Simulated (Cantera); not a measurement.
A closed system holds: 1 mol BN, a varied amount of HCl, held at 0.100 bar.

Equilibrium computed with Cantera from the NASA thermochemical tables; the gas is ideal and each condensed phase is pure. Candidate condensed phases: B, BN, NH₄Cl; 21 gas species. The tables' values for BCl₂ are old estimates. Rates play no part.

Stable condensed phases, one row left out:

```
T in °C \ n(HCl) in mol
         2.3 3.1 4.3 5.8 7.9  11  15
   1800    A   A   A   A   B   B   B
   1700    A   A   A   A   A   B   B
   1600    A   A   A   A   A   B   B
   1500    A   A   A   A   A   A   B
   1300    A   A   A   A   A   A   A
   1200    A   A   A   A   A   A   A
   1100    A   A   A   A   A   A   A
   1000    A   A   A   A   A   A   A
    900    A   A   A   A   A   A   A
    800    A   A   A   A   A   A   A
    700    A   A   A   A   A   A   A
    600    A   A   A   A   A   A   A
```

A: BN; B: gas only.

### Question
Give the row for 1400 °C.

### Answer
2.3: BN; 3.1: BN; 4.3: BN; 5.8: BN; 7.9: BN; 11: BN; 15: gas only.
